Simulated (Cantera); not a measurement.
**Ignition delay**

Mixture: CH4 : H2 : O2 : N2 = 0.55 : 0.14 : 3.45 : 13 (molar parts), equivalence ratio 0.34, at 0.330 bar, adiabatic and at constant pressure. Ignition delay is the time to a rise of 400 K.

Computed with Cantera and GRI-Mech 3.0 (53 species, 325 reactions).

```tsv
T0 (K)	delay (ms)
1100	25.2
1150	14.6
1200	8.73
1250	5.46
1300	3.58
1350	2.44
1400	1.73
```

```json
{
  "apparent activation energy between 1300 and 1400 K": "110 kJ/mol"
}
```
